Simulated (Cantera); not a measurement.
A perfectly stirred reactor is fed with CH4 : O2 : N2 = 1 : 3.28 : 12.3 (molar parts), equivalence ratio 0.61, at 2.30 bar; it is adiabatic with a 500 K inlet, and is followed from long to short residence time, starting on the burning branch (τ in s: 0.21, 0.085, 0.034, 0.014, 0.0056, 0.0023, 0.00092, 0.00037, 0.00015, 6.1e-05, 2.5e-05).

Computed with Cantera and GRI-Mech 3.0 (53 species, 325 reactions).

x: mole fraction; the columns are a selection and need not sum to one.

| τ (s) | T (K) | x CH4 | x O2 | x H | x NO2 | x N2O |
|---|---|---|---|---|---|---|
| 0.21 | 1841 | 3.81e-6 | 0.0770 | 3.31e-6 | 9.01e-8 | ___ |
| 0.085 | 1840 | 7.66e-6 | 0.0770 | 5.79e-6 | 6.34e-8 | ___ |
| 0.034 | 1837 | 1.46e-5 | 0.0771 | 1.19e-5 | 5.28e-8 | ___ |
| 0.014 | 1832 | 2.63e-5 | 0.0772 | 2.60e-5 | 4.71e-8 | ___ |
| 0.0056 | 1824 | 4.78e-5 | 0.0774 | 6.01e-5 | 4.01e-8 | 1.12e-6 |
| 0.0023 | 1810 | 8.60e-5 | 0.0778 | 0.000134 | 3.11e-8 | 1.17e-6 |
| 0.00092 | 1786 | 0.000162 | 0.0787 | 0.000296 | 2.22e-8 | ___ |
| 0.00037 | 1745 | 0.000328 | 0.0806 | 0.000594 | 1.53e-8 | ___ |
| 0.00015 | 1671 | 0.000825 | 0.0853 | 0.000965 | 9.33e-9 | ___ |
| 6.1e-5 | 500 | 0.0603 | 0.198 | <1e-12 | <1e-12 | <1e-12 |
| 2.5e-5 | 500 | 0.0603 | 0.198 | <1e-12 | <1e-12 | <1e-12 |

**Question.** Some entries are withheld; supply them.

**Answer.** 
- 0.21, x N2O: 3.44e-7
- 0.085, x N2O: 4.63e-7
- 0.034, x N2O: 6.63e-7
- 0.014, x N2O: 9.09e-7
- 0.00092, x N2O: 1.07e-6
- 0.00037, x N2O: 8.74e-7
- 0.00015, x N2O: 6.30e-7
